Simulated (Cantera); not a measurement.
Feed: 1 mol Si, 1.8 mol F₂, 5.1 mol H₂, held at 898.15 K and 15.0 mbar.

Method: chemical equilibrium by Gibbs-energy minimisation in Cantera with the NASA 1993 tables (ideal gas, pure condensed phases). Candidate condensed phases: Si; 25 gas species. The tables' values for SiF₃ are old estimates; treat these amounts as uncertain. Rates play no part.

Base state: H₂ 0.848, SiF₄ 0.145, SiHF₃ 0.00696, SiH₂F₂ 0.000187, SiF₃ 7.78e-5 (mole fractions); condensed: Si(s).

### Question
What changes in the equilibrium state with this change: 0.22 mol Cl₂ added?

### Answer
```csv
species,before,after
H₂,0.848,0.824
SiF₄,0.145,0.144
HCl,0,0.0130
SiCl₄,0,0.0129
SiHCl₃,0,0.00229
SiCl₃,0,8.32e-5
SiH₂Cl₂,0,3.83e-5
SiCl₂,0,2.59e-5
"Si(s), mol",0.0889,0
```
The tables' values for SiCl₃, SiF₃ are old estimates; treat these amounts as uncertain.
